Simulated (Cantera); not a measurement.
An isothermal, constant-pressure homogeneous reactor starts with H2 : O2 : N2 = 3.7 : 1 : 8.3 (molar parts), at 1248 K and 13300 Pa.

Detailed kinetics in Cantera: GRI-Mech 3.0 (53 species, 325 reactions). The temperature is held fixed by assumption; the heat of reaction is taken as removed at once.

x: mole fraction; the columns are a selection and need not sum to one.

```
t (s)       x H2      x O2     x NO    x H2O2       x H
--------  ------  --------  -------  --------  --------
0.000200   0.285    0.0769   <1e-12       ___   2.03e-5
0.000632  0.0850   0.00296  1.41e-6       ___     0.115
0.00200    0.111  0.000313  3.87e-6       ___    0.0565
0.00632    0.130   2.58e-5  4.33e-6       ___    0.0203
0.0200     0.138   2.32e-6  4.39e-6       ___   0.00658
0.0632     0.140   2.23e-7  4.33e-6  7.48e-10   0.00209
0.200      0.141   2.21e-8  4.06e-6  1.71e-10  0.000656
0.632      0.142   2.19e-9  3.40e-6  2.87e-11  0.000205
2.00       0.142  2.17e-10  2.26e-6  3.63e-12   6.42e-5
6.32       0.142  2.23e-11  1.04e-6    <1e-12   2.06e-5
20.0       0.142  2.38e-12  3.44e-7    <1e-12   6.73e-6
```

Q: What belongs in the gaps?

A: 
- 0.000200, x H2O2: 5.37e-9
- 0.000632, x H2O2: 1.01e-7
- 0.00200, x H2O2: 3.44e-8
- 0.00632, x H2O2: 9.59e-9
- 0.0200, x H2O2: 2.74e-9
